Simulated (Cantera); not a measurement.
Input (Python, Cantera) and output of one run.

```python
import numpy as np
import cantera as ct

gas_names = [...]  # 109 gases of nasa_gas.yaml made of C, Cl, H, Si
cond_names = """
    C(gr) C6H6(L) C7H8(L) C8H18(L),n-octa Si(cr) Si(L) SiC(b)
""".split()


# ... load() reads the species with a 1 bar reference pressure and builds the phases ...
atoms = {
    'SiHCl3': {'Si': 1, 'H': 1, 'CL': 3},
    'CH4': {'C': 1, 'H': 4},
    'H2': {'H': 2},
}
top_T = {'C(gr)': 4500, 'SiC(b)': 3050}  # K; cautious upper limits of use, not melting points


# ... equilibrate(T, P, feed) seeds the gas with the atoms and calls Mixture.equilibrate('TP', solver="vcs", rtol=1e-11, max_steps=5000) ...
results = []
feed = {'SiHCl3': 1, 'CH4': 0.18, 'H2': 6.4}  # mol
T = 1748.15  # K
for P in [100, 220, 460, 1000, 2200, 4600, 10000, 22000, 46000, 100000]:
    mix = equilibrate(T, P, feed)
    results.append((T, P, feed, dict(zip(mix.species_names, mix.species_moles))))

top = {s: max(r[3][s] / sum(r[3][g] for g in gas_names) for r in results) for s in gas_names}
cols = sorted((s for s in top if top[s] > 0.001), key=lambda s: -top[s])[:9]
seen = [c for c in cond_names if any(r[3].get(c, 0) > 1e-12 for r in results)]
print("log10 of partial pressures in bar; condensed amounts in mol")
print(f"{'P/Pa':>10s}" + "".join(f"{s[:9]:>10s}" for s in cols + seen))
for T, P, feed, n in results:
    ng = sum(n[g] for g in gas_names)
    print(f"{P:10.4g}" + "".join(f"{np.log10(max(n[s] / ng * P / 1e5, 1e-99)):10.3f}" for s in cols)
          + "".join(f"{n.get(c, 0):10.4g}" for c in seen))
```

Output:

```
log10 of partial pressures in bar; condensed amounts in mol
      P/Pa        H2       HCL     SiCL2     SiCL3         H    SiHCL3     SiCL4        Si        CL    SiC(b)
       100    -3.129    -3.805    -4.042    -6.478    -5.205    -8.644    -8.663    -5.919    -5.994    0.1799
       220    -2.785    -3.466    -3.696    -5.964    -5.033    -7.957    -7.982    -5.906    -5.827      0.18
       460    -2.463    -3.148    -3.373    -5.484    -4.872    -7.317    -7.344    -5.900    -5.669      0.18
      1000    -2.125    -2.812    -3.036    -4.980    -4.703    -6.644    -6.673    -5.896    -5.502      0.18
      2200    -1.782    -2.471    -2.695    -4.470    -4.531    -5.962    -5.994    -5.894    -5.333      0.18
      4600    -1.461    -2.153    -2.378    -3.995    -4.371    -5.326    -5.361    -5.892    -5.176      0.18
     1e+04    -1.123    -1.819    -2.046    -3.498    -4.202    -4.660    -4.699    -5.889    -5.011      0.18
   2.2e+04    -0.779    -1.482    -1.712    -2.999    -4.030    -3.989    -4.035    -5.886    -4.845      0.18
   4.6e+04    -0.457    -1.169    -1.404    -2.539    -3.869    -3.369    -3.424    -5.881    -4.694      0.18
     1e+05    -0.118    -0.845    -1.087    -2.068    -3.699    -2.727    -2.797    -5.873    -4.539    0.1799
```

Equilibrium computed with Cantera from the NASA thermochemical tables; the gas is ideal and each condensed phase is pure. The tables' values for SiCl3, SiCl are old estimates; treat these amounts as uncertain. Gases not in the tables: Si2H6 and higher silanes.
